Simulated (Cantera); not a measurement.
A perfectly stirred reactor is fed with 29.4 % C2H6, 70.6 % H2, at 0.0133 bar; it is held at 1650 K, and followed from long to short residence time.

Computed with Cantera and GRI-Mech 3.0 (53 species, 325 reactions). GRI-Mech 3.0 stops at C3 and has no aromatics, soot or wall deposition, so with more carbon than oxygen in the feed, carbon stays in small species such as C2H2 where larger ones or solid carbon would form. Radical loss at walls, strong at low pressure, is not modelled.

x: mole fraction; the columns are a selection and need not sum to one.

```
τ (s)     x C2H6   x H2   x CH4    x C2H    x C2H4  x C2H2
------  --------  -----  ------  -------  --------  ------
4.1      2.95e-5  0.794  0.0283  9.63e-7  0.000361   0.176
1.4            …  0.784       …  1.06e-6         …   0.171
0.49           …  0.770       …  1.15e-6         …   0.164
0.17    0.000559  0.751  0.0870  1.23e-6   0.00348   0.153
0.058    0.00149  0.727   0.119  1.29e-6   0.00782   0.138
0.020    0.00390  0.699   0.152  1.29e-6    0.0164   0.118
0.0069    0.0101  0.672   0.181  1.17e-6    0.0312  0.0904
```

Task: Some entries are withheld; supply them.

Result: 
- 1.4, x C2H6: 7.99e-5
- 1.4, x CH4: 0.0422
- 1.4, x C2H4: 0.000709
- 0.49, x C2H6: 0.000211
- 0.49, x CH4: 0.0614
- 0.49, x C2H4: 0.00154
